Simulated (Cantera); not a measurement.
Charge: 1 mol SiH4, 0.014 mol C2H4, 250 mol H2, equilibrated at 1.00 bar.

Equilibrium computed with Cantera from the NASA thermochemical tables; the gas is ideal and each condensed phase is pure. Candidate condensed phases: C, C6H6, C7H8, C8H18, Si, SiC; 87 gas species. Mutual solubility and eutectic melting of coexisting phases are not modelled. Gases not in the tables: Si2H6 and higher silanes. Equilibrium is a limit: real reactors are often held back by kinetics, nucleation or transport.

Which condensed phases are stable at each of these points (T (°C)): 1825, 1900, 1975, 2050, 2125, 2200, 2275, 2350?


```json
[
 {"T (°C)": "1825", "condensed phases": "Si(l) + SiC(s)", "Si condensed (%)": "89.9"},
 {"T (°C)": "1900", "condensed phases": "Si(l) + SiC(s)", "Si condensed (%)": "81.8"},
 {"T (°C)": "1975", "condensed phases": "Si(l)", "Si condensed (%)": "67.8"},
 {"T (°C)": "2050", "condensed phases": "Si(l)", "Si condensed (%)": "44.2"},
 {"T (°C)": "2125", "condensed phases": "Si(l)", "Si condensed (%)": "4.8"},
 {"T (°C)": "2200", "condensed phases": "gas only", "Si condensed (%)": "0.0"},
 {"T (°C)": "2275", "condensed phases": "gas only", "Si condensed (%)": "0.0"},
 {"T (°C)": "2350", "condensed phases": "gas only", "Si condensed (%)": "0.0"}
]
```

From 1825 °C to 1900 °C the condensed part is Si(l) + SiC(s). From 1975 °C to 2125 °C the condensed part is Si(l). From 2200 °C to 2350 °C nothing is condensed.
